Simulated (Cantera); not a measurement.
# Stirred combustor or abatement burner

A perfectly stirred reactor is fed with H2 : O2 : N2 = 0.72 : 0.943 : 3.55 (molar parts), equivalence ratio 0.38, at 760 Torr; it is adiabatic with a 425 K inlet, and is followed from long to short residence time, starting on the burning branch (τ in s: 0.21, 0.07, 0.023, 0.0077, 0.0026, 0.00085, 0.00028, 9.5e-05, 3.2e-05, 1e-05).

Detailed kinetics in Cantera: the H2/O2 subset of GRI-Mech 3.0, which has no nitrogen chemistry.

```csv
τ (s),T (K),x H2,x O2,x O,x H2O2,x HO2,x H2O
0.21,1490,7.69e-5,0.120,5.36e-5,1.89e-7,2.56e-6,0.148
0.070,1488,0.000159,0.120,0.000113,3.13e-7,5.01e-6,0.148
0.023,1484,0.000333,0.120,0.000240,5.09e-7,9.58e-6,0.147
0.0077,1478,0.000685,0.120,0.000497,8.09e-7,1.72e-5,0.147
0.0026,1465,0.00139,0.120,0.000997,1.28e-6,2.85e-5,0.146
0.00085,1439,0.00291,0.120,0.00193,2.11e-6,4.37e-5,0.143
0.00028,1388,0.00628,0.121,0.00329,3.73e-6,6.22e-5,0.138
9.5e-5,1285,0.0159,0.125,0.00410,7.33e-6,8.75e-5,0.126
3.2e-5,425,0.138,0.181,<1e-12,<1e-12,<1e-12,<1e-12
1.0e-5,425,0.138,0.181,<1e-12,<1e-12,<1e-12,<1e-12
```
x: mole fraction; the columns are a selection and need not sum to one.
